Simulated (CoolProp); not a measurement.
Computed with CoolProp (reference Helmholtz-energy equation of state, Schroeder 2014).

### Question
For ethanol, give the phase and the Z, Joule-Thomson coefficient (K/MPa), fugacity coefficient at 565.3 K and 2.35 MPa.

### Answer
- 565.3 K and 2.35 MPa: gas; Z 0.925, Joule-Thomson coefficient 6.72, fugacity coefficient 0.930
